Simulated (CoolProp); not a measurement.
Vapour-liquid equilibrium of n-heptane (1) + o-xylene (2) at 0.0698 MPa; x and y are mole fractions of (1).

Computed with CoolProp (multi-fluid Helmholtz-energy mixture model, Span 2003 and Zhou 2012; pair parameters Bell 2016).

```tsv
x	bubble temperature, mixture model (°C)	bubble temperature, Raoult's law (°C)	y, mixture model	y, Raoult's law
0.05	125.1	126.7	0.190	0.156
0.15	116.3	119.6	0.436	0.390
0.25	109.9	113.5	0.585	0.555
0.35	105.0	108.3	0.686	0.674
0.45	101.0	103.7	0.761	0.763
0.55	97.6	99.7	0.819	0.831
0.65	94.7	96.2	0.867	0.884
0.75	92.0	93.0	0.909	0.926
0.85	89.6	90.1	0.948	0.960
0.95	87.3	87.4	0.983	0.988
```

The largest gap from Raoult's law is -3.6 K in bubble temperature, at x = 0.25. No azeotrope shows between x = 0.05 and 0.95.

The pair parameters rest on a limited set of measurements; away from them the model extrapolates.
